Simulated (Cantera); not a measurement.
Cantera run:

```python
import numpy as np
import cantera as ct

gas_names = """
    CL CL2 H HCL H2 N NH NH2 NH3 N2 N2H2 N2H4 Si SiCL SiCL2 SiCL3 SiCL4 SiH SiHCL3 SiH2 SiH2CL2 SiH3
    SiH3CL SiH4 SiN Si2 Si2N Si3
""".split()
cond_names = """
    NH4CL(a) NH4CL(b) Si(cr) Si(L) Si3N4(a)
""".split()


# ... load() reads the species with a 1 bar reference pressure and builds the phases ...
atoms = {
    'SiHCl3': {'Si': 1, 'H': 1, 'CL': 3},
    'NH3': {'N': 1, 'H': 3},
}
top_T = {'Si3N4(a)': 2400}  # K; cautious upper limits of use, not melting points


# ... equilibrate(T, P, feed) seeds the gas with the atoms and calls Mixture.equilibrate('TP', solver="vcs", rtol=1e-11, max_steps=5000) ...
results = []
feed = {'SiHCl3': 1, 'NH3': 49}  # mol
T = 798.15  # K
P = 30000  # Pa
mix = equilibrate(T, P, feed)
results.append((T, P, feed, dict(zip(mix.species_names, mix.species_moles))))
print(gas.report(threshold=0.001))
for i in range(1, mix.n_phases):
    print(f"{mix.phase(i).name:16s} {mix.phase_moles(i):12.5e} mol")
```

Output:

```
       temperature   798.15 K
          pressure   30000 Pa
           density   0.042027 kg/m^3
  mean mol. weight   9.2967 kg/kmol
   phase of matter   gas

                          1 kg             1 kmol
                     ---------------   ---------------
          enthalpy        1.2832e+06        1.1929e+07  J
   internal energy        5.6936e+05        5.2931e+06  J
           entropy             20612        1.9162e+05  J/K
    Gibbs function       -1.5168e+07       -1.4101e+08  J
 heat capacity c_p              3235             30075  J/K
 heat capacity c_v            2340.7             21761  J/K

                      mass frac. Y      mole frac. X     chem. pot. / RT
                     ---------------   ---------------   ---------------
               HCL           0.11843            0.0302           -42.354
                H2           0.15823           0.72966           -18.495
                N2           0.72278           0.23986           -26.947
     [  +25 minor]        0.00055423        0.00028134

Si(cr)            0.00000e+00 mol
Si3N4(a)          3.33255e-01 mol
```

Cantera equilibrium calculation (NASA polynomials, part measured and part estimated; ideal gas, pure solids and liquids).
